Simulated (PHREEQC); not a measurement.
1 kg of water holding 0.0097 mol Na2CO3, 0.54 mol Na2SO4 and 0.014 mol KCl is evaporated at 20 °C; the solids stay in contact with the brine. CO2 from the air is kept out. Only these solids could form: Arcanite, Burkeite, Glaserite, Halite, Kalicinite, Mirabilite, Misenite, Nahcolite, Natron, Sylvite, Thenardite, Trona.

The numbers come from PHREEQC with the Pitzer model, pitzer.dat.

Problem. Predict ionic strength at water left (kg) = 0.8219, 0.1482, 0.003927.

Solution. 
```json
[
 {"water left (kg)": "0.8219", "ionic strength": "2.02"},
 {"water left (kg)": "0.1482", "ionic strength": "4.48"},
 {"water left (kg)": "0.003927", "ionic strength": "10.3"}
]
```

Complexes and solids missing from the database can't appear.
